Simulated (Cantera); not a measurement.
**Premixed flame**

A freely propagating, adiabatic, planar premixed flame of CO : H₂ : CH₄ : O₂ : N₂ = 1 : 0.26 : 0.31 : 0.893 : 3.36 (molar parts), unburnt at 475 K and 3.85 atm; mixture-averaged transport, grid criteria slope 0.08 and curve 0.16, no radiation.

Detailed kinetics in Cantera: GRI-Mech 3.0 (53 species, 325 reactions). Burning velocities carry a grid error of a few per cent, more on coarse grids.

```json
[
 {"z (mm)": "-0.255", "T (K)": "475", "u (m/s)": "1.08", "x CO": "0.172", "x H₂": "0.0444", "x CH₄": "0.0533", "x HCN": "<1e-8", "x C₂H₄": "<1e-8", "x HO₂": "4.75e-8"},
 {"z (mm)": "-0.170", "T (K)": "476", "u (m/s)": "1.08", "x CO": "0.172", "x H₂": "0.0437", "x CH₄": "0.0533", "x HCN": "<1e-8", "x C₂H₄": "<1e-8", "x HO₂": "7.65e-7"},
 {"z (mm)": "-0.127", "T (K)": "480", "u (m/s)": "1.09", "x CO": "0.172", "x H₂": "0.0427", "x CH₄": "0.0532", "x HCN": "<1e-8", "x C₂H₄": "6.74e-8", "x HO₂": "4.72e-6"},
 {"z (mm)": "-0.0849", "T (K)": "516", "u (m/s)": "1.17", "x CO": "0.172", "x H₂": "0.0404", "x CH₄": "0.0523", "x HCN": "<1e-8", "x C₂H₄": "1.06e-6", "x HO₂": "5.08e-5"},
 {"z (mm)": "-0.0425", "T (K)": "861", "u (m/s)": "1.96", "x CO": "0.171", "x H₂": "0.0357", "x CH₄": "0.0419", "x HCN": "2.41e-7", "x C₂H₄": "2.56e-5", "x HO₂": "0.000412"},
 {"z (mm)": "-0.0212", "T (K)": "1286", "u (m/s)": "2.93", "x CO": "0.169", "x H₂": "0.0328", "x CH₄": "0.0262", "x HCN": "7.99e-7", "x C₂H₄": "7.82e-5", "x HO₂": "0.000296"},
 {"z (mm)": "0", "T (K)": "1700", "u (m/s)": "3.86", "x CO": "0.165", "x H₂": "0.0289", "x CH₄": "0.00824", "x HCN": "1.93e-6", "x C₂H₄": "8.93e-5", "x HO₂": "0.000138"},
 {"z (mm)": "0.0212", "T (K)": "1914", "u (m/s)": "4.32", "x CO": "0.151", "x H₂": "0.0236", "x CH₄": "0.000996", "x HCN": "2.40e-6", "x C₂H₄": "1.13e-5", "x HO₂": "3.81e-5"},
 {"z (mm)": "0.0425", "T (K)": "2001", "u (m/s)": "4.47", "x CO": "0.134", "x H₂": "0.0212", "x CH₄": "6.52e-5", "x HCN": "1.43e-6", "x C₂H₄": "2.83e-7", "x HO₂": "1.59e-5"},
 {"z (mm)": "0.0849", "T (K)": "2085", "u (m/s)": "4.61", "x CO": "0.118", "x H₂": "0.0215", "x CH₄": "3.21e-7", "x HCN": "3.27e-7", "x C₂H₄": "<1e-8", "x HO₂": "7.39e-6"},
 {"z (mm)": "0.170", "T (K)": "2168", "u (m/s)": "4.76", "x CO": "0.112", "x H₂": "0.0219", "x CH₄": "<1e-8", "x HCN": "2.75e-8", "x C₂H₄": "<1e-8", "x HO₂": "3.87e-6"},
 {"z (mm)": "0.340", "T (K)": "2239", "u (m/s)": "4.90", "x CO": "0.110", "x H₂": "0.0212", "x CH₄": "<1e-8", "x HCN": "<1e-8", "x C₂H₄": "<1e-8", "x HO₂": "1.85e-6"},
 {"z (mm)": "0.679", "T (K)": "2287", "u (m/s)": "4.99", "x CO": "0.109", "x H₂": "0.0207", "x CH₄": "<1e-8", "x HCN": "<1e-8", "x C₂H₄": "<1e-8", "x HO₂": "7.10e-7"}
]
```
x: mole fraction of selected species; z is measured from the peak of heat release.

```yaml
laminar_burning_velocity: 108 cm/s
thermal_thickness: 0.0849 mm
peak x(HCN): 2.48e-6
peak x(C₂H₄): 0.000106
peak x(HO₂): 0.000412
grid_points: 141
```
